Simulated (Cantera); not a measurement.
Cantera run:

```python
import numpy as np
import cantera as ct

gas_names = """
    CL CLF CLF3 CL2 F F2 H HCL HF H2 H2F2 H3F3 H4F4 H5F5 H6F6 H7F7 N NF NF2 NF3 NH NH2 NH3 N2 N2H2 N2H4
    Si SiCL SiCL2 SiCL3 SiCL4 SiF SiF2 SiF3 SiF4 SiH SiHCL3 SiHF3 SiH2 SiH2CL2 SiH2F2 SiH3 SiH3CL SiH3F
    SiH4 SiN Si2 Si2N Si3
""".split()
cond_names = """
    NH4CL(a) NH4CL(b) Si(cr) Si(L) Si3N4(a)
""".split()


def load(file, names, dense=False):
    # The tables refer to 1 bar. Condensed volumes are neglected.
    table = {s.name: s for s in ct.Species.list_from_file(file)}
    out = []
    for n in names:
        d = dict(table[n].input_data)
        d["thermo"] = dict(d["thermo"], **{"reference-pressure": 1e5})
        if dense:
            d["equation-of-state"] = {"model": "constant-volume", "density": "1e6 g/cm^3"}
        out.append(ct.Species.from_dict(d))
    return out


gas = ct.Solution(thermo="ideal-gas", species=load("nasa_gas.yaml", gas_names))
cond = {s.name: ct.Solution(thermo="fixed-stoichiometry", species=[s], name=s.name)
        for s in load("nasa_condensed.yaml", cond_names, dense=True)}
atoms = {
    'Si': {'Si': 1},
    'HCl': {'H': 1, 'CL': 1},
    'NF3': {'N': 1, 'F': 3},
}
top_T = {'Si3N4(a)': 2400}  # K; cautious upper limits of use, not melting points


def equilibrate(T, P, feed):
    n = {}
    for name, mol in feed.items():
        for a, k in atoms[name].items():
            n[a] = n.get(a, 0.0) + k * mol
    gas.TPX = T, P, n
    mass = sum(n.values()) * gas.mean_molecular_weight
    gas.equilibrate("TP")
    valid = [c for c in cond.values() if c.min_temp <= T <= top_T.get(c.name, c.max_temp)]
    mix = ct.Mixture([(gas, mass / gas.mean_molecular_weight)] + [(c, 0.0) for c in valid])
    mix.T, mix.P = T, P
    mix.equilibrate("TP", solver="vcs", rtol=1e-11, max_steps=5000)
    return mix


results = []
feed = {'Si': 1, 'HCl': 15, 'NF3': 0.76}  # mol
T = 825  # K
P = 13332.2  # Pa
mix = equilibrate(T, P, feed)
results.append((T, P, feed, dict(zip(mix.species_names, mix.species_moles))))
x = sorted(zip(gas.X, gas.species_names), reverse=True)
print(f"T = {T:g} K  P = {P:g} Pa  gas = {mix.phase_moles(0):.4g} mol")
print("   x: " + "  ".join(f"{s} {v:.3e}" for v, s in x if v > 1e-06))
print("   condensed (mol): " + ("  ".join(f"{mix.phase(i).name} {mix.phase_moles(i):.4g}"
      for i in range(1, mix.n_phases) if mix.phase_moles(i) > 1e-12) or "none"))
```

It prints:

```
T = 825 K  P = 13332.2 Pa  gas = 15.52 mol
   x: HCL 8.555e-01  H2 5.541e-02  SiF4 3.668e-02  SiCL4 2.775e-02  N2 2.448e-02  HF 2.024e-04  SiHCL3 2.223e-06
   condensed (mol): none
```

Equilibrium computed with Cantera from the NASA thermochemical tables; the gas is ideal and each condensed phase is pure.
